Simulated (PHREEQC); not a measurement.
PHREEQC input (ion-association model, wateq4f.dat):

```
SOLUTION_MASTER_SPECIES
  An  An-  0  An  62.0  # stands for a non-complexing anion
SOLUTION_SPECIES
  An- = An-
    -log_k 0
    -gamma 3.0 0
PHASES
  Fix_H+
    H+ = H+
    -log_k 0
SOLUTION 1
  temp 25
  units mmol/kgw
  pH 7 charge
  Cl 0.0106
  Ba 0.0053
  Na 300
  An 300
END
SELECTED_OUTPUT 1
  -reset false
  -pH true
  -pe true
  -ionic_strength true
  -water true
  -totals Ba Cl Na
  -molalities Hfo_wOH Hfo_wOH2+ Hfo_wO- Hfo_sOH Hfo_sOH2+ Hfo_sO- Hfo_sOHBa+2 Hfo_wOBa+
  -saturation_indices Halite
USER_PUNCH 1
  -headings sigma psi
  10 PUNCH EDL("sigma", "Hfo"), EDL("psi", "Hfo")
PRINT
  -reset false
USE solution 1
SURFACE 1
  Hfo_wOH 0.00359551 600 1.6
  Hfo_sOH 8.98876e-05
EQUILIBRIUM_PHASES 1
  Fix_H+ -4 HAn 10
    -force_equality true
  O2(g) -0.68 10
END
# ... the last block is repeated for the other 12 points of pH, with NaOH or the acid as the point needs
```

Selected output (columns that matter, 9 of 13 rows; pH added in front):

```
pH	mu	Ba	Cl	Na	m_Hfo_wOH	m_Hfo_wOH2+	m_Hfo_wO-	m_Hfo_sOH	m_Hfo_sOH2+	m_Hfo_sO-	m_Hfo_sOHBa+2	si_Halite	sigma	psi
4	0.30188	5.2999e-06	1.06e-05	0.3	0.00020723	0.003388	2.9038e-07	5.1807e-06	8.4699e-05	7.2594e-09	1.4336e-10	-7.3869	0.34902	0.12284
5.33	0.30117	5.2954e-06	1.06e-05	0.3	0.0013205	0.0022573	1.7698e-05	3.3012e-05	5.6429e-05	4.4243e-07	4.5645e-09	-7.3867	0.23074	0.10217
6	0.30078	5.2687e-06	1.06e-05	0.3	0.0019839	0.0015536	5.8038e-05	4.958e-05	3.8826e-05	1.4504e-06	3.1332e-08	-7.3866	0.15409	0.082593
6.67	0.30047	5.0692e-06	1.06e-05	0.3	0.0024414	0.0010203	0.00013383	6.0878e-05	2.5442e-05	3.337e-06	2.3073e-07	-7.3865	0.091372	0.059091
8	0.30003	1.2193e-06	1.06e-05	0.3	0.0027588	0.00044428	0.00039244	6.5842e-05	1.0603e-05	9.3662e-06	4.0762e-06	-7.3864	0.0061545	0.0049135
9.33	0.3004	2.3264e-08	1.06e-05	0.30077	0.0025372	0.00016511	0.00089318	5.9716e-05	3.886e-06	2.1022e-05	5.262e-06	-7.3854	-0.073845	-0.050484
10	0.3008	4.055e-09	1.06e-05	0.30146	0.0021542	7.7988e-05	0.0013632	5.0699e-05	1.8354e-06	3.2082e-05	5.2694e-06	-7.3845	-0.13116	-0.075053
10.67	0.3017	1.095e-09	1.06e-05	0.30272	0.0015474	2.7146e-05	0.0020207	3.6429e-05	6.3907e-07	4.7572e-05	5.2445e-06	-7.3829	-0.20405	-0.096075
12	0.31646	8.3534e-10	1.0599e-05	0.31815	0.00029963	6.2428e-07	0.0032946	7.0852e-06	1.4762e-08	7.7906e-05	4.8766e-06	-7.3648	-0.33792	-0.12001
```
